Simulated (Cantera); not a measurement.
Cantera run, input and output.

```python
import numpy as np
import cantera as ct

gas = ct.Solution("gri30.yaml")


def delay(T, t_max=10):
    gas.TPX = T, 2800000, {'H2': 1, 'O2': 0.385, 'N2': 1.45}
    reactor = ct.IdealGasConstPressureReactor(gas, clone=False)
    net = ct.ReactorNet([reactor])
    net.rtol, net.atol = 1e-8, 1e-16
    while net.time < t_max:
        t_old, T_old = net.time, reactor.T
        net.step()
        if reactor.T > T + 400:  # ignition: a rise of 400 K
            return t_old + (T + 400 - T_old) / (reactor.T - T_old) * (net.time - t_old)
    return np.nan


taus = []
for T in [975, 1075, 1175, 1275, 1375, 1475, 1575, 1675, 1775, 1875]:
    taus.append(delay(T))
    print(f"T0 = {T:6g} K   tau = {taus[-1]:.4e} s")
```

It prints:

```
T0 =    975 K   tau = 7.9568e-03 s
T0 =   1075 K   tau = 9.7762e-04 s
T0 =   1175 K   tau = 1.5907e-04 s
T0 =   1275 K   tau = 2.8407e-05 s
T0 =   1375 K   tau = 4.3367e-06 s
T0 =   1475 K   tau = 9.7841e-07 s
T0 =   1575 K   tau = 5.0084e-07 s
T0 =   1675 K   tau = 3.3150e-07 s
T0 =   1775 K   tau = 2.4533e-07 s
T0 =   1875 K   tau = 1.9386e-07 s
```

Cantera simulation using GRI-Mech 3.0 (53 species, 325 reactions); the numbers are that mechanism's predictions, not measurements. The hydrogen kinetics of GRI-Mech 3.0 are dated; newer H2 mechanisms differ, most at raised pressure. The pressure lies above the range GRI-Mech 3.0 was tuned for (to about 10 atm).
